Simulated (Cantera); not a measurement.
Charge: 1 mol Si₂Cl₆, 2.6 mol HCl, 18 mol N₂, held at 1250 °C and 1 atm.

These are equilibrium values from Cantera (NASA tables, ideal gas, pure condensed phases), not measurements of a reactor. The feed counts by its element totals alone. The tables' values for SiCl₃ are old estimates; treat these amounts as uncertain. Rates play no part.

```tsv
species	before	after
N₂	0.814	0.750
H₂	0.0111	0.138
HCl	0.0957	0.111
SiCl₄	0.0628	0.000775
SiCl₃	0.0107	0.000401
SiCl₂	0.00542	0.000618
SiHCl₃	0.000816	0.000108
Cl	1.68e-5	5.51e-6
Si₃N₄(s), mol	0.0840	0.653
```
Gas species are given as mole fractions.

Q: Name the change that produced these shifts.
(A) N₂ from 18 to 9.4 mol
(B) HCl from 2.6 to 0.072 mol
(C) temperature from 1250 °C to 802 °C
(D) Si₂Cl₆ replaced by Si₂H₆

A: D, Si₂Cl₆ replaced by Si₂H₆
